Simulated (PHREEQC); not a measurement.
Dissolve 0.0065 mol/kgw NH4HF2, 0.00023 mol/kgw (NH4)2SiF6, 0.034 mol/kgw H3AsO4 and 0.00053 mol/kgw HCl at 25 °C. Closed to the air; pH follows from the charge balance.

Computed with PHREEQC (ion-association model, wateq4f.dat).

```json
[
 {"quantity": "pH", "before": "2.09", "after": "2.18"},
 {"quantity": "ionic strength (mol/kgw)", "before": "0.0163", "after": "0.0145"},
 {"quantity": "H3AsO4 (mol/kgw)", "before": "0.0200", "after": "0.0212"},
 {"quantity": "H2AsO4- (mol/kgw)", "before": "0.0140", "after": "0.0128"},
 {"quantity": "HF (mol/kgw)", "before": "0.0112", "after": "0.0125"},
 {"quantity": "F- (mol/kgw)", "before": "0.00105", "after": "0.000610"}
]
```

**Question.** Which change was made?
(A) diluted 100-fold with water
(B) HCl from 0.00053 to 0.0053 mol/kgw
(C) diluted 5-fold with water
(D) temperature from 25 to 70 °C
(E) (NH4)2SiF6 replaced by NH4HSO4 at the same molality

**Answer.** D, temperature from 25 to 70 °C

This is a speciation only: nothing precipitates in the calculation. Away from 25 °C the constants follow the database's enthalpies or fits; those with neither stay at their 25 °C values. SiF6-2 is the database's only silicon fluoride.
